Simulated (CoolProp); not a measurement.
The numbers come from the reference Helmholtz-energy equation of state, Span 2000 in CoolProp.

### Question
For nitrogen, give the phase and the cv (kJ/(kg K)), Joule-Thomson coefficient (K/MPa), conductivity (mW/(m K)), Prandtl number at -128.25 °C and 21.2 MPa; -128.25 °C and 29.7 MPa.

### Answer
- -128.25 °C and 21.2 MPa: supercritical; cv 0.905, Joule-Thomson coefficient 0.0106, conductivity 75.7, Prandtl number 1.31
- -128.25 °C and 29.7 MPa: supercritical; cv 0.917, Joule-Thomson coefficient -0.204, conductivity 87.9, Prandtl number 1.24

Viscosity comes from a separate model (Lemmon 2004). Thermal conductivity comes from a separate model (Lemmon 2004).
